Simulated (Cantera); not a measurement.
What does this Cantera script print?

```python
import numpy as np
import cantera as ct

gas_names = [...]  # 151 gases of nasa_gas.yaml made of C, H, N, O, Si
cond_names = """
    C(gr) C6H6(L) C7H8(L) C8H18(L),n-octa H2O(s) H2O(L) Si(cr) Si(L) SiC(b) SiO2(Lqz) SiO2(hqz) SiO2(L)
    Si2N2O(s) Si3N4(a)
""".split()


# ... load() reads the species with a 1 bar reference pressure and builds the phases ...
atoms = {
    'SiH4': {'Si': 1, 'H': 4},
    'NO': {'N': 1, 'O': 1},
    'CO2': {'C': 1, 'O': 2},
}
top_T = {'C(gr)': 4500, 'SiC(b)': 3050, 'Si2N2O(s)': 2100, 'Si3N4(a)': 2400}  # K; cautious upper limits of use, not melting points


# ... equilibrate(T, P, feed) seeds the gas with the atoms and calls Mixture.equilibrate('TP', solver="vcs", rtol=1e-11, max_steps=5000) ...
results = []
feed = {'SiH4': 1, 'NO': 1.5, 'CO2': 4.8}  # mol
T = 1350  # K
P = 37  # Pa
mix = equilibrate(T, P, feed)
results.append((T, P, feed, dict(zip(mix.species_names, mix.species_moles))))
x = sorted(zip(gas.X, gas.species_names), reverse=True)
print(f"T = {T:g} K  P = {P:g} Pa  gas = {mix.phase_moles(0):.4g} mol")
print("   x: " + "  ".join(f"{s} {v:.3e}" for v, s in x if v > 1e-05))
print("   condensed (mol): " + ("  ".join(f"{mix.phase(i).name} {mix.phase_moles(i):.4g}"
      for i in range(1, mix.n_phases) if mix.phase_moles(i) > 1e-12) or "none"))
```

Result:

```
T = 1350 K  P = 37 Pa  gas = 7.55 mol
   x: CO2 3.742e-01  CO 2.616e-01  H2O 1.954e-01  N2 9.934e-02  H2 6.951e-02  H 3.267e-05
   condensed (mol): SiO2(hqz) 1
```

Equilibrium computed with Cantera from the NASA thermochemical tables; the gas is ideal and each condensed phase is pure. The tables hold silica as quartz up to 1696 K and as liquid above; real silica turns to tridymite and cristobalite and melts near 1996 K.
